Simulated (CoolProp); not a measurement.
Vapour pressure (MPa) of octamethylcyclotetrasiloxane (D4): the reference equation beside estimates from Tc = 586.5 K, pc = 1.347 MPa, ω = 0.598.

Computed with CoolProp (reference Helmholtz-energy equation of state, Thol 2015).

```tsv
T (K)	reference	Lee-Kesler	van der Waals
469	0.1643	0.1640	0.5155
476.1	___	0.1922	___
483.2	0.2244	0.2241	0.5909
490.3	0.2602	0.2598	0.6310
497.3	___	___	0.6723
504.4	0.3439	0.3437	0.7158
511.5	0.3933	0.3931	0.7610
518.6	0.4479	0.4479	0.8079
525.7	0.5082	___	___
532.7	0.5736	0.5743	0.9063
539.8	0.6465	0.6478	0.9585
```

### Question
Fill in the missing entries.

### Answer

- 476.1, reference: 0.1926
- 476.1, van der Waals: 0.5524
- 497.3, reference: 0.2995
- 497.3, Lee-Kesler: 0.2992
- 525.7, Lee-Kesler: 0.5085
- 525.7, van der Waals: 0.8566

Absolute difference from the reference over all 11 rows, mean and median: Lee-Kesler 0.1 and 0.1 %, van der Waals 117.1 and 108.1 %.
